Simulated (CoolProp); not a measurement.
Vapour-liquid equilibrium of isohexane (1) + n-heptane (2) at 250.2 K; x and y are mole fractions of (1).

Computed with CoolProp (multi-fluid Helmholtz-energy mixture model, Lemmon 2006 and Span 2003; pair parameters Bell 2016).

```json
[
 {"x": "0.05", "bubble pressure, mixture model (MPa)": "0.0004276", "bubble pressure, Raoult's law (MPa)": "0.0004226", "y, mixture model": "0.298", "y, Raoult's law": "0.290"},
 {"x": "0.15", "bubble pressure, mixture model (MPa)": "0.0006448", "bubble pressure, Raoult's law (MPa)": "0.0006358", "y, mixture model": "0.582", "y, Raoult's law": "0.578"},
 {"x": "0.25", "bubble pressure, mixture model (MPa)": "0.0008569", "bubble pressure, Raoult's law (MPa)": "0.0008491", "y, mixture model": "0.722", "y, Raoult's law": "0.721"},
 {"x": "0.35", "bubble pressure, mixture model (MPa)": "0.001067", "bubble pressure, Raoult's law (MPa)": "0.001062", "y, mixture model": "0.806", "y, Raoult's law": "0.807"},
 {"x": "0.45", "bubble pressure, mixture model (MPa)": "0.001276", "bubble pressure, Raoult's law (MPa)": "0.001276", "y, mixture model": "0.862", "y, Raoult's law": "0.864"},
 {"x": "0.55", "bubble pressure, mixture model (MPa)": "0.001486", "bubble pressure, Raoult's law (MPa)": "0.001489", "y, mixture model": "0.903", "y, Raoult's law": "0.905"},
 {"x": "0.65", "bubble pressure, mixture model (MPa)": "0.001698", "bubble pressure, Raoult's law (MPa)": "0.001702", "y, mixture model": "0.934", "y, Raoult's law": "0.935"},
 {"x": "0.75", "bubble pressure, mixture model (MPa)": "0.001912", "bubble pressure, Raoult's law (MPa)": "0.001915", "y, mixture model": "0.958", "y, Raoult's law": "0.959"},
 {"x": "0.85", "bubble pressure, mixture model (MPa)": "0.002126", "bubble pressure, Raoult's law (MPa)": "0.002129", "y, mixture model": "0.977", "y, Raoult's law": "0.978"},
 {"x": "0.95", "bubble pressure, mixture model (MPa)": "0.002341", "bubble pressure, Raoult's law (MPa)": "0.002342", "y, mixture model": "0.993", "y, Raoult's law": "0.993"}
]
```

The largest gap from Raoult's law is +1.4 % in bubble pressure, at x = 0.15. No azeotrope shows between x = 0.05 and 0.95.

The pair parameters rest on a limited set of measurements; away from them the model extrapolates.
